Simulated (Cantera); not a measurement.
Ammonia decomposition in nitride growth gas

A perfectly stirred reactor is fed with 43.5 % NH₃, 56.5 % H₂, at 1.01 bar; it is held at 2200 K, and followed from long to short residence time.

Cantera simulation using the gas-phase N/H chemistry of the illustrative SiF4/NH3 mechanism in the Surface Chemkin manual (1991); the numbers are that mechanism's predictions, not measurements. Walls and surfaces, which speed up NH3 decomposition in real reactors, are not modelled.

```tsv
τ (s)	x NH₃	x H₂	x N₂H₄	x H	x N	x NH₂
0.64	0.00392	0.842	4.38e-10	0.00443	2.60e-6	6.38e-5
0.30	0.00715	0.840	1.11e-9	0.00386	3.13e-6	0.000101
0.14	0.0144	0.836	3.00e-9	0.00313	3.39e-6	0.000167
0.067	0.0293	0.827	7.86e-9	0.00247	3.46e-6	0.000270
0.031	0.0588	0.808	2.02e-8	0.00193	3.48e-6	0.000433
0.015	0.106	0.778	4.48e-8	0.00154	3.45e-6	0.000645
0.0070	0.176	0.732	8.94e-8	0.00123	3.38e-6	0.000911
0.0033	0.256	0.680	1.48e-7	0.00101	3.28e-6	0.00117
0.0016	0.325	0.635	2.03e-7	0.000870	3.16e-6	0.00137
0.00073	0.377	0.601	2.43e-7	0.000778	3.02e-6	0.00150
0.00035	0.405	0.583	2.58e-7	0.000723	2.82e-6	0.00155
```
x: mole fraction; the columns are a selection and need not sum to one.
